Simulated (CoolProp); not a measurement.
Aqueous ethylene glycol as a coolant, at 0 °C, 1 atm.

Model: Melinder's fits for secondary coolants, in CoolProp.

```json
[
 {"mass %": "3.3", "freezing point (°C)": "-1.0", "cp (kJ/(kg K))": "4.151", "conductivity (W/(m K))": "0.549", "viscosity (mPa s)": "…", "density (kg/m³)": "1004"},
 {"mass %": "9", "freezing point (°C)": "-3.0", "cp (kJ/(kg K))": "4.054", "conductivity (W/(m K))": "0.527", "viscosity (mPa s)": "2.28", "density (kg/m³)": "1012"},
 {"mass %": "14.7", "freezing point (°C)": "-5.3", "cp (kJ/(kg K))": "…", "conductivity (W/(m K))": "0.505", "viscosity (mPa s)": "2.70", "density (kg/m³)": "…"},
 {"mass %": "20.5", "freezing point (°C)": "-8.2", "cp (kJ/(kg K))": "3.851", "conductivity (W/(m K))": "0.482", "viscosity (mPa s)": "3.23", "density (kg/m³)": "1030"},
 {"mass %": "26.2", "freezing point (°C)": "-11.8", "cp (kJ/(kg K))": "3.738", "conductivity (W/(m K))": "0.460", "viscosity (mPa s)": "3.83", "density (kg/m³)": "…"},
 {"mass %": "31.9", "freezing point (°C)": "-16.1", "cp (kJ/(kg K))": "…", "conductivity (W/(m K))": "0.439", "viscosity (mPa s)": "4.55", "density (kg/m³)": "1048"},
 {"mass %": "37.7", "freezing point (°C)": "-21.4", "cp (kJ/(kg K))": "3.487", "conductivity (W/(m K))": "0.418", "viscosity (mPa s)": "…", "density (kg/m³)": "1057"},
 {"mass %": "43.4", "freezing point (°C)": "-27.6", "cp (kJ/(kg K))": "3.356", "conductivity (W/(m K))": "…", "viscosity (mPa s)": "…", "density (kg/m³)": "1065"}
]
```

Question: Some entries are withheld; supply them.

Answer: 
- 3.3, viscosity (mPa s): 1.93
- 14.7, cp (kJ/(kg K)): 3.957
- 14.7, density (kg/m³): 1021
- 26.2, density (kg/m³): 1039
- 31.9, cp (kJ/(kg K)): 3.617
- 37.7, viscosity (mPa s): 5.42
- 43.4, conductivity (W/(m K)): 0.398
- 43.4, viscosity (mPa s): 6.45
